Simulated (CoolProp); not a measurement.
Vapour-liquid equilibrium of n-hexane (1) + p-xylene (2) at 0.215 MPa; x and y are mole fractions of (1).

Values from CoolProp's multi-fluid Helmholtz-energy mixture model, Thol 2019 and Zhou 2012; pair parameters Bell 2016.

```csv
x,"bubble temperature, mixture model (°C)","bubble temperature, Raoult's law (°C)","y, mixture model","y, Raoult's law"
0.05,159.6,160.7,0.221,0.215
0.2,138.7,141.4,0.595,0.591
0.35,125.1,127.6,0.764,0.772
0.5,115.4,117.2,0.857,0.871
0.65,108.0,108.9,0.915,0.930
0.8,101.9,102.1,0.957,0.968
0.95,96.5,96.5,0.990,0.993
```

The largest gap from Raoult's law is -2.7 K in bubble temperature, at x = 0.2. No azeotrope shows between x = 0.05 and 0.95.

Pair parameters are fitted to limited data, so mixtures are less certain than the pure fluids.
